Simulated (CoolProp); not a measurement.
Properties of carbon monoxide along the isotherm -3.15 °C (Tc = -140.3 °C, pc = 3498 kPa, ω = 0.050).

The numbers come from the reference Helmholtz-energy equation of state, Lemmon 2006 in CoolProp. It is a short technical equation, of lower accuracy than the large ones.

```json
[
 {"p (kPa)": "27.7", "phase": "gas", "Z": "0.9998", "cv (kJ/(kg K))": "0.7429", "speed of sound (m/s)": "334.9", "Joule-Thomson coefficient (K/MPa)": "3.113", "expansivity (1/kK)": "3.708", "fugacity coefficient": "0.9998"},
 {"p (kPa)": "40.6", "phase": "gas", "Z": "0.9997", "cv (kJ/(kg K))": "0.7429", "speed of sound (m/s)": "334.9", "Joule-Thomson coefficient (K/MPa)": "3.111", "expansivity (1/kK)": "3.710", "fugacity coefficient": "0.9997"},
 {"p (kPa)": "59.6", "phase": "gas", "Z": "0.9996", "cv (kJ/(kg K))": "0.7430", "speed of sound (m/s)": "335.0", "Joule-Thomson coefficient (K/MPa)": "3.109", "expansivity (1/kK)": "3.713", "fugacity coefficient": "0.9996"},
 {"p (kPa)": "87.5", "phase": "gas", "Z": "0.9994", "cv (kJ/(kg K))": "0.7431", "speed of sound (m/s)": "335.0", "Joule-Thomson coefficient (K/MPa)": "3.106", "expansivity (1/kK)": "3.717", "fugacity coefficient": "0.9994"},
 {"p (kPa)": "128", "phase": "gas", "Z": "0.9991", "cv (kJ/(kg K))": "0.7432", "speed of sound (m/s)": "335.0", "Joule-Thomson coefficient (K/MPa)": "3.101", "expansivity (1/kK)": "3.723", "fugacity coefficient": "0.9991"},
 {"p (kPa)": "188", "phase": "gas", "Z": "0.9987", "cv (kJ/(kg K))": "0.7434", "speed of sound (m/s)": "335.0", "Joule-Thomson coefficient (K/MPa)": "3.094", "expansivity (1/kK)": "3.732", "fugacity coefficient": "0.9987"},
 {"p (kPa)": "277", "phase": "gas", "Z": "0.9981", "cv (kJ/(kg K))": "0.7437", "speed of sound (m/s)": "335.1", "Joule-Thomson coefficient (K/MPa)": "3.083", "expansivity (1/kK)": "3.745", "fugacity coefficient": "0.9981"},
 {"p (kPa)": "406", "phase": "gas", "Z": "0.9972", "cv (kJ/(kg K))": "0.7441", "speed of sound (m/s)": "335.2", "Joule-Thomson coefficient (K/MPa)": "3.068", "expansivity (1/kK)": "3.764", "fugacity coefficient": "0.9972"},
 {"p (kPa)": "596", "phase": "gas", "Z": "0.9959", "cv (kJ/(kg K))": "0.7447", "speed of sound (m/s)": "335.4", "Joule-Thomson coefficient (K/MPa)": "3.046", "expansivity (1/kK)": "3.792", "fugacity coefficient": "0.9959"},
 {"p (kPa)": "875", "phase": "gas", "Z": "0.9941", "cv (kJ/(kg K))": "0.7455", "speed of sound (m/s)": "335.6", "Joule-Thomson coefficient (K/MPa)": "3.013", "expansivity (1/kK)": "3.834", "fugacity coefficient": "0.9940"},
 {"p (kPa)": "1280", "phase": "gas", "Z": "0.9916", "cv (kJ/(kg K))": "0.7468", "speed of sound (m/s)": "336.1", "Joule-Thomson coefficient (K/MPa)": "2.964", "expansivity (1/kK)": "3.893", "fugacity coefficient": "0.9913"},
 {"p (kPa)": "1880", "phase": "gas", "Z": "0.9881", "cv (kJ/(kg K))": "0.7487", "speed of sound (m/s)": "336.8", "Joule-Thomson coefficient (K/MPa)": "2.893", "expansivity (1/kK)": "3.979", "fugacity coefficient": "0.9875"},
 {"p (kPa)": "2770", "phase": "gas", "Z": "0.9835", "cv (kJ/(kg K))": "0.7515", "speed of sound (m/s)": "338.2", "Joule-Thomson coefficient (K/MPa)": "2.786", "expansivity (1/kK)": "4.104", "fugacity coefficient": "0.9821"},
 {"p (kPa)": "4060", "phase": "supercritical", "Z": "0.9778", "cv (kJ/(kg K))": "0.7557", "speed of sound (m/s)": "340.6", "Joule-Thomson coefficient (K/MPa)": "2.631", "expansivity (1/kK)": "4.278", "fugacity coefficient": "0.9749"},
 {"p (kPa)": "5960", "phase": "supercritical", "Z": "0.9719", "cv (kJ/(kg K))": "0.7617", "speed of sound (m/s)": "345.3", "Joule-Thomson coefficient (K/MPa)": "2.402", "expansivity (1/kK)": "4.509", "fugacity coefficient": "0.9656"},
 {"p (kPa)": "8750", "phase": "supercritical", "Z": "0.9682", "cv (kJ/(kg K))": "0.7703", "speed of sound (m/s)": "354.3", "Joule-Thomson coefficient (K/MPa)": "2.071", "expansivity (1/kK)": "4.784", "fugacity coefficient": "0.9544"}
]
```
